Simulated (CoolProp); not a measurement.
The fluid at 293.15 K and 0.151 MPa is compressed adiabatically to 0.479 MPa with isentropic efficiency 0.85. The same conditions are run with several fluids, on thermodynamics alone (safety and materials aside).

Model: reference Helmholtz-energy equation of state of each fluid (isobutane: Bücker 2006; carbon dioxide: Span 1996; R124: de Vries 1995; dry air: Lemmon 2000; carbon monoxide: Lemmon 2006), in CoolProp. Blends and air are pseudo-pure fits.

**Question.** Rank isobutane, carbon dioxide, R124, dry air, carbon monoxide by work (kJ/kg), highest first.

**Answer.** carbon monoxide (140), dry air (135), carbon dioxide (84.8), isobutane (56.1), R124 (23.9)

| fluid | final temperature (K) | final density (kg/m³) |
|---|---|---|
| isobutane | 330.8 | 11.2 |
| carbon dioxide | 390.1 | 6.56 |
| R124 | 330.3 | 26.2 |
| dry air | 427.3 | 3.90 |
| carbon monoxide | 427.3 | 3.77 |
